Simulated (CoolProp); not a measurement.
Ammonia at 256.76 K and 0.157 MPa flows at 4.3 m/s in a round tube of 12.7 mm bore and 15 µm roughness, fully developed (64/Re and Nu = 3.66 if laminar; Colebrook and Gnielinski if turbulent). Each further row changes one setting.

Computed with CoolProp (reference Helmholtz-energy equation of state, Gao 2020).

```
case              Reynolds number  Darcy friction factor  pressure drop (Pa/m)  heat-transfer coefficient (W/(m² K))  mass flow (kg/h)
----------------  ---------------  ---------------------  --------------------  ------------------------------------  ----------------
as stated                       …                 0.0342                     …                                     …                 …
velocity 8.6 m/s            16400                 0.0294                     …                                  93.6                 …
diameter 25.4 mm            16400                 0.0283                  13.3                                     …              10.1
```

Problem. Complete the blanks.

Solution. 
- as stated, Reynolds number: 8220
- as stated, pressure drop (Pa/m): 32.2
- as stated, heat-transfer coefficient (W/(m² K)): 51.1
- as stated, mass flow (kg/h): 2.54
- velocity 8.6 m/s, pressure drop (Pa/m): 111
- velocity 8.6 m/s, mass flow (kg/h): 5.07
- diameter 25.4 mm, heat-transfer coefficient (W/(m² K)): 45.0

Viscosity comes from a separate model (Fenghour 1995). Thermal conductivity comes from a separate model (Tufeu 1984).
